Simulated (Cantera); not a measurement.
Charge: 1 mol SiCl4, a varied amount of H2, held at 1750 K and 1 atm.

These are equilibrium values from Cantera (NASA tables, ideal gas, pure condensed phases), not measurements of a reactor. Candidate condensed phases: Si; 19 gas species. The tables' values for SiCl3, SiCl are old estimates; treat these amounts as uncertain. Gases not in the tables: Si2H6 and higher silanes. Rates play no part.

x: gas mole fraction; n: condensed amount in mol.

```
n(H2) (mol)   x H2    x HCl   x SiCl2   x SiCl3  x SiCl4  n Si(l)
-----------  -----  -------  --------  --------  -------  -------
7.8          0.711    0.186    0.0853    0.0120        ?        0
14           0.819    0.118    0.0560   0.00467        ?        0
24           0.880   0.0880    0.0292   0.00175        ?    0.174
43           0.925   0.0604    0.0131  0.000525        ?    0.374
75           0.954   0.0401   0.00560  0.000146        ?    0.549
130          0.972   0.0256   0.00224   3.72e-5        ?    0.691
230          0.983   0.0156  0.000817   8.17e-6        ?    0.799
410          0.990  0.00913  0.000280   1.64e-6        ?    0.871
720          0.994  0.00534   9.54e-5   3.26e-7        ?    0.910
```

### Question
Fill in the missing entries.

### Answer

- 7.8, x SiCl4: 0.00300
- 14, x SiCl4: 0.000693
- 24, x SiCl4: 0.000186
- 43, x SiCl4: 3.73e-5
- 75, x SiCl4: 6.81e-6
- 130, x SiCl4: 1.09e-6
- 230, x SiCl4: 1.45e-7
- 410, x SiCl4: 1.70e-8
- 720, x SiCl4: 1.98e-9
